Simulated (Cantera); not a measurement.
Feed: 1 mol SiH4, 14 mol O2, at 0.0470 bar.

Method: chemical equilibrium by Gibbs-energy minimisation in Cantera with the NASA 1993 tables (ideal gas, pure condensed phases). Candidate condensed phases: H2O, Si, SiO2; 18 gas species. The tables hold silica as quartz up to 1696 K and as liquid above; real silica turns to tridymite and cristobalite and melts near 1996 K. Kinetics and transport are ignored.

x: gas mole fraction; n: condensed amount in mol.

```
T (K)   x O2  x H2O      x OH       x O   x HO2      x H2  n SiO2(α-quartz)  n SiO2(β-quartz)
-----  -----  -----  --------  --------  ------  --------  ----------------  ----------------
525    0.857  0.143    <1e-12    <1e-12  <1e-12    <1e-12              1.00                 0
625    0.857  0.143  3.49e-12    <1e-12  <1e-12    <1e-12              1.00                 0
725    0.857  0.143  2.56e-10    <1e-12     [?]    <1e-12              1.00                 0
825    0.857  0.143   6.66e-9  1.07e-12     [?]    <1e-12              1.00                 0
925    0.857  0.143   8.60e-8  5.72e-11     [?]  5.56e-12                 0              1.00
1025   0.857  0.143   6.76e-7   1.41e-9     [?]  1.29e-10                 0              1.00
1125   0.857  0.143   3.68e-6   1.97e-8     [?]   1.72e-9                 0              1.00
1225   0.857  0.143   1.52e-5   1.80e-7     [?]   1.51e-8                 0              1.00
```

Fill in the missing entries.


- 725, x HO2: 3.47e-12
- 825, x HO2: 5.03e-11
- 925, x HO2: 4.08e-10
- 1025, x HO2: 2.21e-9
- 1125, x HO2: 8.83e-9
- 1225, x HO2: 2.82e-8
